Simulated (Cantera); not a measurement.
An isothermal, constant-pressure homogeneous reactor starts with CH4 : N2 = 1 : 5.2 (molar parts), at 1550 K and 200 Pa. Integrator tolerance rtol = 1e-08.

Cantera simulation using GRI-Mech 3.0 (53 species, 325 reactions); the numbers are that mechanism's predictions, not measurements. GRI-Mech 3.0 stops at C3 and has no aromatics, soot or wall deposition, so with more carbon than oxygen in the feed, carbon stays in small species such as C2H2 where larger ones or solid carbon would form. Radical loss at walls, strong at low pressure, is not modelled.

Question: What does this change do: CH4 1 to 7.5 parts?

Answer: 
```json
[
 {"quantity": "x(CH4) at 20.0 s", "before": "0.0266 (gas-phase equilibrium 1.69e-5)", "after": "0.0452 (gas-phase equilibrium 0.000157)"},
 {"quantity": "x(CH2) at 20.0 s", "before": "1.64e-7 (gas-phase equilibrium 7.32e-10)", "after": "1.78e-7 (gas-phase equilibrium 2.53e-9)"},
 {"quantity": "x(HCN) at 20.0 s", "before": "3.83e-7 (gas-phase equilibrium 0.0758)", "after": "1.49e-7 (gas-phase equilibrium 0.0893)"},
 {"quantity": "x(C2H2) at 20.0 s", "before": "0.0576 (gas-phase equilibrium 0.0315)", "after": "0.171 (gas-phase equilibrium 0.141)"},
 {"quantity": "x(H2) at 20.0 s", "before": "0.173 (gas-phase equilibrium 0.208)", "after": "0.514 (gas-phase equilibrium 0.556)"},
 {"quantity": "x(C2H6) at 20.0 s", "before": "2.08e-6 (gas-phase equilibrium 5.67e-12)", "after": "3.70e-6 (gas-phase equilibrium 1.81e-10)"},
 {"quantity": "x(CH3) at 20.0 s", "before": "0.000330 (gas-phase equilibrium 5.34e-7)", "after": "0.000461 (gas-phase equilibrium 3.02e-6)"}
]
```

Question: What does this change do: temperature 1550 to 1150 K?

Answer: 
| quantity | before | after |
|---|---|---|
| x(CH4) at 20.0 s | 0.0266 (gas-phase equilibrium 1.69e-5) | 0.161 (gas-phase equilibrium 0.00426) |
| x(CH2) at 20.0 s | 1.64e-7 (gas-phase equilibrium 7.32e-10) | <1e-12 (gas-phase equilibrium <1e-12) |
| x(HCN) at 20.0 s | 3.83e-7 (gas-phase equilibrium 0.0758) | <1e-12 (gas-phase equilibrium 0.0551) |
| x(C2H2) at 20.0 s | 0.0576 (gas-phase equilibrium 0.0315) | 2.65e-12 (gas-phase equilibrium 0.0397) |
| x(H2) at 20.0 s | 0.173 (gas-phase equilibrium 0.208) | 2.24e-7 (gas-phase equilibrium 0.202) |
| x(C2H6) at 20.0 s | 2.08e-6 (gas-phase equilibrium 5.67e-12) | 6.44e-9 (gas-phase equilibrium 5.01e-8) |
| x(CH3) at 20.0 s | 0.000330 (gas-phase equilibrium 5.34e-7) | 4.21e-7 (gas-phase equilibrium 2.98e-7) |
